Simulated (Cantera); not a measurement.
Charge: 1 mol Si, 1.1 mol O₂, 290 mol H₂, at 36.0 mbar.

Cantera equilibrium calculation (NASA polynomials, part measured and part estimated; ideal gas, pure solids and liquids). Candidate condensed phases: H₂O, Si, SiO₂; 18 gas species. The tables hold silica as quartz up to 1696 K and as liquid above; real silica turns to tridymite and cristobalite and melts near 1996 K. Rates play no part.

At 1650 K, list the 4 most abundant gas species with their mole fractions, and the condensed phases.

H₂ 0.996, H₂O 0.00194, SiO 0.00125, H 0.000478. Condensed: SiO₂(β-quartz).
